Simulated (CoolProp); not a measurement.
1000 sccm (0 °C, 1 atm) of nitrogen bubbles through liquid octamethylcyclotetrasiloxane (D4) at 345.8 K and leaves saturated at a total pressure of 0.0224 MPa (ideal gas phase). Each further row changes one setting.

Computed with CoolProp (reference Helmholtz-energy equation of state, Thol 2015).

```csv
case,vapour pressure (kPa),mole fraction of vapour,delivery (mg/min),delivery (sccm),change of delivery for a bath 1 K warmer (%)
as stated,2.51,0.112,1670,(withheld),5.8
bath temperature 350.8 K,3.22,(withheld),(withheld),168,5.8
total pressure 0.0448 MPa,2.51,(withheld),(withheld),(withheld),5.5
```

Q: Fill in the missing entries.

A: 
- as stated, delivery (sccm): 126
- bath temperature 350.8 K, mole fraction of vapour: 0.144
- bath temperature 350.8 K, delivery (mg/min): 2220
- total pressure 0.0448 MPa, mole fraction of vapour: 0.0560
- total pressure 0.0448 MPa, delivery (mg/min): 786
- total pressure 0.0448 MPa, delivery (sccm): 59.4
